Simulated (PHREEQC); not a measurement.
A solution holds 0.029 mol K2CO3, 0.00036 mol H4SiO4 and 0.00016 mol KH2PO4 per kg of water, at 60 °C. Closed to the air; pH follows from the charge balance.

All values are PHREEQC results (ion-association model, phreeqc.dat), not measurements.

The ionic strength comes out as 0.0825 mol/kgw. What activity coefficients do K+, OH-, HPO4-2, HCO3-, CO3-2 get?

K+ 0.77, OH- 0.76, HPO4-2 0.38, HCO3- 0.79, CO3-2 0.39.

This is a speciation only: nothing precipitates in the calculation. At this temperature some constants are extrapolated from 25 °C, and those without enthalpy data are left unchanged.
